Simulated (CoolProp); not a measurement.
The fluid at 293.15 K and 0.397 MPa expands adiabatically to 0.043 MPa with isentropic efficiency 0.8. The same conditions are run with several fluids, on thermodynamics alone (safety and materials aside).

The numbers come from the reference Helmholtz-energy equation of state of each fluid (R152A: Outcalt 1996; methane: Setzmann 1991; propane: Lemmon 2009; R143a: Lemmon and Jacobsen 2000) in CoolProp.

Problem. Rank R152A, methane, propane, R143a by work (kJ/kg), highest first.

Solution. methane (207), propane (81.9), R152A (53.4), R143a (43.2)

| fluid | final temperature (K) | final phase | final density (kg/m³) |
|---|---|---|---|
| R152A | 231.4 | two-phase, vapour fraction 0.984 | 1.54 |
| methane | 194.6 | gas | 0.428 |
| propane | 232.2 | gas | 0.997 |
| R143a | 235.7 | gas | 1.88 |
